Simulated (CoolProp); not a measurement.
Vapour-liquid equilibrium of o-xylene (1) + n-decane (2) at 0.0886 MPa; x and y are mole fractions of (1).

The numbers come from the multi-fluid Helmholtz-energy mixture model, Zhou 2012 and Lemmon 2006; pair parameters Bell 2016 in CoolProp.

Give the bubble temperature and the first vapour's composition at x = 0.125, 0.65, 0.875. Is there an azeotrope?

x = 0.125: 437.3 K, y = 0.224; x = 0.65: 420.8 K, y = 0.801; x = 0.875: 415.3 K, y = 0.939. No azeotrope shows between x = 0.05 and 0.95.

The pair parameters rest on a limited set of measurements; away from them the model extrapolates.
